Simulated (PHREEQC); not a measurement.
1 kg of water holding 0.00052 mol Na2B4O7, 0.41 mol Na2CO3, 0.013 mol KCl and 0.012 mol Na2SO4 is evaporated at 25 °C; the solids stay in contact with the brine. No CO2 enters from the air. Only these solids could form: Arcanite, Burkeite, Glaserite, Halite, Kalicinite, Mirabilite, Misenite, Nahcolite, Natron, Sylvite, Thenardite, Trona, Borax, Boric_acid,s, KB5O8:4H2O, K2B4O7:4H2O, NaBO2:4H2O, NaB5O8:5H2O, Teepleite.

The series has 14 steps of water left (kg), from 1 to 0.01017.

The numbers come from PHREEQC with the Pitzer model, pitzer.dat.

Task: Which solids form, in which order, and at which step of the series does each first stand?

Result: Natron from water left = 0.133 kg (pH 11.80); Burkeite from water left = 0.01017 kg (pH 11.01); Glaserite from water left = 0.01017 kg (pH 11.01); Trona from water left = 0.01017 kg (pH 11.01).
